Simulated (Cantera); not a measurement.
A Cantera script and what it prints.

```python
import numpy as np
import cantera as ct

gas_names = [...]  # 114 gases of nasa_gas.yaml made of C, Fe, H, O
cond_names = """
    C(gr) C6H6(L) C7H8(L) C8H18(L),n-octa Fe(a) Fe(c) Fe(d) Fe(L) FeC5O5(L) FeO(s) FeO(L) Fe(OH)2(s)
    Fe(OH)3(s) Fe2O3(s) Fe3O4(s) H2O(s) H2O(L)
""".split()


# ... load() reads the species with a 1 bar reference pressure and builds the phases ...
atoms = {
    'Fe3O4': {'Fe': 3, 'O': 4},
    'CH4': {'C': 1, 'H': 4},
    'H2': {'H': 2},
    'CO': {'C': 1, 'O': 1},
}
top_T = {'C(gr)': 4500, 'Fe2O3(s)': 1830, 'Fe3O4(s)': 1870}  # K; cautious upper limits of use, not melting points


# ... equilibrate(T, P, feed) seeds the gas with the atoms and calls Mixture.equilibrate('TP', solver="vcs", rtol=1e-11, max_steps=5000) ...
results = []
feed = {'Fe3O4': 1, 'CH4': 3, 'H2': 5.5, 'CO': 8.5}  # mol
for P in [10, 42, 180, 750, 3200, 13000, 56000, 240000, 1000000]:
    for T in [1175, 1275, 1375, 1475, 1575, 1675, 1775, 1875, 1975, 2075, 2175]:
        mix = equilibrate(T, P, feed)
        results.append((T, P, feed, dict(zip(mix.species_names, mix.species_moles))))

for T, P, feed, n in results:
    print(f"{T:7g} {P:10.4g}  " + (" + ".join(c for c in cond_names if n.get(c, 0) > 1e-12) or "gas only"))
```

Result:

```
   1175         10  Fe(a)
   1275         10  Fe(c)
   1375         10  Fe(c)
   1475         10  Fe(c)
   1575         10  Fe(c)
   1675         10  Fe(d)
   1775         10  gas only
   1875         10  gas only
   1975         10  gas only
   2075         10  gas only
   2175         10  gas only
   1175         42  Fe(a)
   1275         42  Fe(c)
   1375         42  Fe(c)
   1475         42  Fe(c)
   1575         42  Fe(c)
   1675         42  Fe(d)
   1775         42  Fe(d)
   1875         42  gas only
   1975         42  gas only
   2075         42  gas only
   2175         42  gas only
   1175        180  Fe(a)
   1275        180  Fe(c)
   1375        180  Fe(c)
   1475        180  Fe(c)
   1575        180  Fe(c)
   1675        180  Fe(d)
   1775        180  Fe(d)
   1875        180  Fe(L)
   1975        180  gas only
   2075        180  gas only
   2175        180  gas only
   1175        750  Fe(a)
   1275        750  Fe(c)
   1375        750  Fe(c)
   1475        750  Fe(c)
   1575        750  Fe(c)
   1675        750  Fe(d)
   1775        750  Fe(d)
   1875        750  Fe(L)
   1975        750  Fe(L)
   2075        750  Fe(L)
   2175        750  gas only
   1175       3200  Fe(a)
   1275       3200  Fe(c)
   1375       3200  Fe(c)
   1475       3200  Fe(c)
   1575       3200  Fe(c)
   1675       3200  Fe(d)
   1775       3200  Fe(d)
   1875       3200  Fe(L)
   1975       3200  Fe(L)
   2075       3200  Fe(L)
   2175       3200  Fe(L)
   1175    1.3e+04  Fe(a)
   1275    1.3e+04  Fe(c)
   1375    1.3e+04  Fe(c)
   1475    1.3e+04  Fe(c)
   1575    1.3e+04  Fe(c)
   1675    1.3e+04  Fe(d)
   1775    1.3e+04  Fe(d)
   1875    1.3e+04  Fe(L)
   1975    1.3e+04  Fe(L)
   2075    1.3e+04  Fe(L)
   2175    1.3e+04  Fe(L)
   1175    5.6e+04  Fe(a)
   1275    5.6e+04  Fe(c)
   1375    5.6e+04  Fe(c)
   1475    5.6e+04  Fe(c)
   1575    5.6e+04  Fe(c)
   1675    5.6e+04  Fe(d)
   1775    5.6e+04  Fe(d)
   1875    5.6e+04  Fe(L)
   1975    5.6e+04  Fe(L)
   2075    5.6e+04  Fe(L)
   2175    5.6e+04  Fe(L)
   1175    2.4e+05  Fe(a)
   1275    2.4e+05  Fe(c)
   1375    2.4e+05  Fe(c)
   1475    2.4e+05  Fe(c)
   1575    2.4e+05  Fe(c)
   1675    2.4e+05  Fe(d)
   1775    2.4e+05  Fe(d)
   1875    2.4e+05  Fe(L)
   1975    2.4e+05  Fe(L)
   2075    2.4e+05  Fe(L)
   2175    2.4e+05  Fe(L)
   1175      1e+06  C(gr) + Fe(a)
   1275      1e+06  Fe(c)
   1375      1e+06  Fe(c)
   1475      1e+06  Fe(c)
   1575      1e+06  Fe(c)
   1675      1e+06  Fe(d)
   1775      1e+06  Fe(d)
   1875      1e+06  Fe(L)
   1975      1e+06  Fe(L)
   2075      1e+06  Fe(L)
   2175      1e+06  Fe(L)
```

Method: chemical equilibrium by Gibbs-energy minimisation in Cantera with the NASA 1993 tables (ideal gas, pure condensed phases). Condensed phases not in the tables: cementite and carbon dissolved in iron.
